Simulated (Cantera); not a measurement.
A closed system holds: 1 mol Ti(OiPr)4, 0.46 mol CH4, 19 mol H2, equilibrated at 1200 K and 75.0 Torr.

Equilibrium computed with Cantera from the NASA thermochemical tables; the gas is ideal and each condensed phase is pure. Candidate condensed phases: C, C6H6, C7H8, C8H18, H2O, Ti, TiC, TiO, TiO2, Ti2O3, Ti3O5, Ti4O7; 113 gas species. The feed counts by its element totals alone. Rates play no part.

Problem. What is the equilibrium state?

Solution. 
* **x(H2)**: 0.934
* **x(CO)**: 0.0643
* **x(CH4)**: 0.00138
* **x(H2O)**: 0.000156
* **x(CO2)**: 7.81e-6
* **n(C(graphite))**: 10.1 mol
* **n(Ti3O5(s))**: 0.333 mol
* **gas amount**: 36.20 mol
* **log10 activity of Ti4O7(s) (absent)**: -0.01
* **log10 activity of Ti2O3(s) (absent)**: -0.24
* **log10 activity of Ti(β) (absent)**: -8.51
